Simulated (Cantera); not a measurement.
**Equilibrium for silicon carbide growth: SiH4 + C3H8 + H2**

Feed: 1 mol SiH4, 0.16 mol C3H8, 1.2 mol H2, at 10.0 Torr.

Method: chemical equilibrium by Gibbs-energy minimisation in Cantera with the NASA 1993 tables (ideal gas, pure condensed phases). Candidate condensed phases: C, C6H6, C7H8, C8H18, Si, SiC; 87 gas species. Mutual solubility and eutectic melting of coexisting phases are not modelled. Gases not in the tables: Si2H6 and higher silanes. Kinetics and transport are ignored.

```csv
T (K),x H2,x H,x Si,x SiC2,x Si2C,n Si(l),n SiC(s)
1948,0.988,0.00973,0.00174,1.14e-7,3.81e-5,0.512,0.480
2048,0.974,0.0191,0.00567,1.24e-6,0.000189,0.494,0.479
2148,0.946,0.0351,0.0165,1.08e-5,0.000806,0.444,0.477
2248,0.890,0.0600,0.0436,7.68e-5,0.00300,0.309,0.466
2348,0.792,0.0952,0.0972,0.000503,0.00913,0,0.432
2448,0.729,0.147,0.100,0.00569,0.0125,0,0.350
2548,0.612,0.210,0.122,0.0301,0.0161,0,0
2648,0.530,0.293,0.127,0.0315,0.00788,0,0
```
x: gas mole fraction; n: condensed amount in mol.

From 1948 K to 2248 K the condensed part is Si(l) + SiC(s). From 2348 K to 2448 K the condensed part is SiC(s). From 2548 K to 2648 K nothing is condensed. The main Si-bearing gas is Si throughout.
